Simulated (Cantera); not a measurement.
A perfectly stirred reactor is fed with 0.475 % CH4, 99.3 % H2, 0.237 % O2, at 12.8 Torr; it is held at 2348 K, and followed from long to short residence time.

Detailed kinetics in Cantera: GRI-Mech 3.0 (53 species, 325 reactions). Radical loss at walls, strong at low pressure, is not modelled.

x: mole fraction; the columns are a selection and need not sum to one.

| τ (s) | x CH4 | x H2 | x O2 | x CH2 | x CO | x H2O | x CO2 |
|---|---|---|---|---|---|---|---|
| 2.5 | 1.72e-5 | 0.918 | 3.60e-8 | 3.39e-6 | 0.00395 | 0.000578 | 4.33e-7 |
| 1.2 | 3.38e-5 | 0.929 | 8.73e-8 | 4.85e-6 | 0.00362 | 0.000931 | 6.31e-7 |
| 0.57 | 7.41e-5 | 0.941 | 2.29e-7 | 6.74e-6 | 0.00304 | 0.00154 | 8.64e-7 |
| 0.27 | 0.000162 | 0.952 | 6.15e-7 | 8.92e-6 | 0.00223 | 0.00238 | 9.68e-7 |
| 0.13 | 0.000325 | 0.960 | 1.60e-6 | 1.13e-5 | 0.00139 | 0.00323 | 8.18e-7 |
| 0.063 | 0.000608 | 0.965 | 4.02e-6 | 1.39e-5 | 0.000759 | 0.00388 | 5.40e-7 |
| 0.030 | 0.00109 | 0.969 | 1.02e-5 | 1.65e-5 | 0.000374 | 0.00427 | 3.29e-7 |
| 0.015 | 0.00175 | 0.973 | 2.46e-5 | 1.79e-5 | 0.000187 | 0.00445 | 2.86e-7 |
| 0.0070 | … | 0.976 | … | 1.65e-5 | … | 0.00448 | … |
| 0.0034 | … | 0.980 | … | … | … | 0.00432 | … |

### Question
Complete the blanks.

### Answer

- 0.0070, x CH4: 0.00267
- 0.0070, x O2: 6.62e-5
- 0.0070, x CO: 8.54e-5
- 0.0070, x CO2: 4.76e-7
- 0.0034, x CH4: 0.00349
- 0.0034, x O2: 0.000176
- 0.0034, x CH2: 1.18e-5
- 0.0034, x CO: 4.06e-5
- 0.0034, x CO2: 8.65e-7
